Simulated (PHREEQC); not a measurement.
Consider water at 25 °C with 0.29 mol/kgw H2SO4, 1.3e-05 mol/kgw H4SiO4 and 6.3e-05 mol/kgw KH2PO4. Closed to the air; pH follows from the charge balance.

Computed with PHREEQC (ion-association model, wateq4f.dat).

| Property | Result |
|---|---|
| pH | 0.60 |
| ionic strength | 0.352 mol/kgw |
| activity of water | 0.990 |
| total alkalinity | -580 meq/kg |

```csv
species,molality,activity,log γ
H+,0.321,0.249,-0.110
HSO4-,0.259,0.178,-0.161
SO4-2,0.0312,0.00736,-0.627
H3PO4,6.05e-5,6.56e-5,0.035
K+,6.01e-5,4.02e-5,-0.175
H4SiO4,1.30e-5,1.41e-5,0.035
```

This is a speciation only: nothing precipitates in the calculation. Complexes and solids missing from the database can't appear. H3PO4, which wateq4f.dat lacks, is added to it with the constant of phreeqc.dat.
